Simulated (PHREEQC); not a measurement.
Dissolve 0.47 mol/kgw KHCO3 at 25 °C. Closed to the air; pH follows from the charge balance.

Equilibrium calculation in PHREEQC: ion-association model, phreeqc.dat.

```yaml
pH: 8.00
ionic_strength: 0.476 mol/kgw
activity_of_water: 0.984
specific_conductance: 39700 µS/cm
density: 1.027 g/cm³
total_alkalinity: 470 meq/kg
```

```
species  molality  activity   log γ
-------  --------  --------  ------
K+          0.470     0.304  -0.189
HCO3-       0.457     0.318  -0.158
CO3-2     0.00645   0.00150  -0.633
CO2       0.00645   0.00720   0.048
OH-       1.58e-6   1.00e-6  -0.196
(CO2)2    8.52e-7   9.51e-7   0.048
H+        1.30e-8   9.92e-9  -0.116
```

No solid was allowed to form.
